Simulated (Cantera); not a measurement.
A closed system holds: 1 mol Fe₃O₄, 7.2 mol CO, 0.47 mol CH₄, at 1700 °C and 1.00 Torr.

Cantera equilibrium calculation (NASA polynomials, part measured and part estimated; ideal gas, pure solids and liquids). Candidate condensed phases: C, C₆H₆, C₇H₈, C₈H₁₈, Fe, Fe(CO)₅, FeO, Fe(OH)₂, Fe(OH)₃, Fe₂O₃, Fe₃O₄, H₂O; 114 gas species. The tables' stoichiometric FeO is somewhat more stable than real wüstite, so its field is too wide. FeO: taken at fixed stoichiometry. The numbers say what is thermodynamically allowed, not how fast it happens.

Base state: CO 0.661, CO₂ 0.124, Fe 0.112, H₂ 0.0499, H₂O 0.0419, H 0.00826, FeO 0.00176, OH 0.000659 (mole fractions); condensed: FeO(l).

Q: What changes in the equilibrium state with this change: Fe₃O₄ replaced by MgO?

A: 
```json
[
 {"species": "CO", "before": "0.661", "after": "0.800"},
 {"species": "H₂", "before": "0.0499", "after": "0.0860"},
 {"species": "Mg", "before": "0", "after": "0.0768"},
 {"species": "Fe", "before": "0.112", "after": "0"},
 {"species": "CO₂", "before": "0.124", "after": "0.0179"},
 {"species": "H₂O", "before": "0.0419", "after": "0.00866"},
 {"species": "H", "before": "0.00826", "after": "0.0108"},
 {"species": "FeO", "before": "0.00176", "after": "0"},
 {"species": "MgOH", "before": "0", "after": "5.59e-5"},
 {"species": "Fe(OH)₂", "before": "1.46e-5", "after": "0"},
 {"species": "MgH", "before": "0", "after": "1.26e-5"},
 {"species": "O₂", "before": "2.92e-5", "after": "4.19e-7"},
 {"species": "FeO(l), mol", "before": "1.89", "after": "0"},
 {"species": "MgO(s), mol", "before": "0", "after": "0.279"}
]
```
The tables' values for MgH are old estimates; treat these amounts as uncertain. Further candidate phases: Mg, MgCO₃, MgO, Mg(OH)₂.
